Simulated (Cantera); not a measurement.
Charge: 1 mol Si, 0.079 mol N₂O, 1.5 mol N₂, 0.57 mol CO₂, equilibrated at 1200 K and 10.0 mbar.

Method: chemical equilibrium by Gibbs-energy minimisation in Cantera with the NASA 1993 tables (ideal gas, pure condensed phases). Candidate condensed phases: C, Si, SiC, SiO₂, Si₂N₂O, Si₃N₄; 34 gas species. Mutual solubility and eutectic melting of coexisting phases are not modelled. The tables hold silica as quartz up to 1696 K and as liquid above; real silica turns to tridymite and cristobalite and melts near 1996 K. Equilibrium is a limit: real reactors are often held back by kinetics, nucleation or transport.

Base state: N₂ 0.742, CO 0.258, CO₂ 1.26e-5 (mole fractions); condensed: C(graphite) + SiO₂(β-quartz) + Si₂N₂O(s).

**Question.** What changes in the equilibrium state with this change: temperature from 1200 K to 1098.15 K?

**Answer.** 
| species | before | after |
|---|---|---|
| N₂ | 0.742 | 0.946 |
| CO | 0.258 | 0.0540 |
| CO₂ | 1.26e-5 | 2.66e-6 |
| C(graphite), mol | 0.159 | 0.496 |
| SiO₂(β-quartz), mol | 0.205 | 0.430 |
| Si₂N₂O(s), mol | 0.397 | 0.285 |

**Question.** What changes in the equilibrium state with this change: 0.39 mol NH₃ added?

**Answer.** 
| species | before | after |
|---|---|---|
| N₂ | 0.742 | 0.534 |
| H₂ | 0 | 0.236 |
| CO | 0.258 | 0.230 |
| HCN | 0 | 2.63e-5 |
| H₂O | 0 | 1.42e-5 |
| CO₂ | 1.26e-5 | 1.01e-5 |
| C(graphite), mol | 0.159 | 0 |
| SiO₂(β-quartz), mol | 0.205 | 0.0994 |
| Si₂N₂O(s), mol | 0.397 | 0.450 |
Further candidate phases: C₆H₆, C₇H₈, C₈H₁₈, H₂O.

**Question.** What changes in the equilibrium state with this change: pressure from 10.0 mbar to 71.0 mbar?

**Answer.** 
```csv
species,before,after
N₂,0.742,0.925
CO,0.258,0.0752
CO₂,1.26e-5,7.59e-6
"C(graphite), mol",0.159,0.466
"SiO₂(β-quartz), mol",0.205,0.410
"Si₂N₂O(s), mol",0.397,0.295
```
